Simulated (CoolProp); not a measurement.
Saturation properties of dimethyl ether (Tc = 127.2 °C, pc = 5.337 MPa, ω = 0.196).

The numbers come from the reference Helmholtz-energy equation of state, Wu 2011 in CoolProp.

| T (°C) | p (MPa) | liquid density (kg/m³) | vapour density (kg/m³) | vapour viscosity (µPa s) |
|---|---|---|---|---|
| -63.15 | 0.01330 | … | 0.3542 | 7.31 |
| -49.75 | 0.02965 | 768.5 | 0.7473 | 7.55 |
| -36.35 | 0.05952 | 750.9 | … | 7.81 |
| -22.95 | 0.1097 | 732.7 | 2.527 | 8.10 |
| -9.55 | 0.1882 | 713.8 | 4.191 | 8.41 |
| 3.85 | 0.3045 | … | 6.597 | 8.75 |
| 17.25 | 0.4689 | 673.8 | 9.960 | 9.11 |
| 30.65 | 0.6924 | 652.2 | 14.54 | 9.50 |
| 44.05 | … | 629.1 | 20.69 | 9.94 |
| 57.45 | 1.365 | 604.2 | … | … |
| 70.85 | 1.841 | 576.7 | 39.81 | 11.0 |
| 84.35 | 2.434 | 545.1 | 54.86 | 11.8 |
| 97.75 | 3.154 | 507.4 | 76.21 | 12.8 |

**Question.** Complete the blanks.

**Answer.** 
- -63.15, liquid density (kg/m³): 785.8
- -36.35, vapour density (kg/m³): 1.430
- 3.85, liquid density (kg/m³): 694.3
- 44.05, p (MPa): 0.9870
- 57.45, vapour density (kg/m³): 28.87
- 57.45, vapour viscosity (µPa s): 10.4

It boils at -24.8 °C under 1 atm.

Viscosity comes from a separate model (Meng 2012).
